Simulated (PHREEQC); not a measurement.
Solution (25 °C): 75 mmol/kgw ZnSO4, 0.081 mmol/kgw Na2SO4 and 0.93 mmol/kgw FeSO4. Closed to the air; pH follows from the charge balance.

Computed with PHREEQC (ion-association model, phreeqc.dat).

| Item | Result |
|---|---|
| pH | 5.57 |
| ionic strength | 0.157 mol/kgw |
| density | 1.009 g/cm³ |

```csv
species,molality,activity,log γ
Zn+2,0.0387,0.0125,-0.490
SO4-2,0.0319,0.0102,-0.496
ZnSO4,0.0288,0.0298,0.016
Zn(SO4)2-2,0.00750,0.00247,-0.483
Fe+2,0.000577,0.000203,-0.454
FeSO4,0.000353,0.000366,0.016
```

No solid was allowed to form.
